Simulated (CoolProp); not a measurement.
Model: reference Helmholtz-energy equation of state, Lemmon 2006, in CoolProp. It is a short technical equation, of lower accuracy than the large ones.

Q: For C2F6 (R116), give the phase and the speed of sound (m/s), isothermal compressibility (1/MPa) at 236.6 K and 14.7 MPa; 289.1 K and 2.9 MPa; 313.1 K and 3.67 MPa.

A: 
- 236.6 K and 14.7 MPa: liquid; speed of sound 504, isothermal compressibility 0.00374
- 289.1 K and 2.9 MPa: liquid; speed of sound 125, isothermal compressibility 0.209
- 313.1 K and 3.67 MPa: supercritical; speed of sound 95.1, isothermal compressibility 0.598
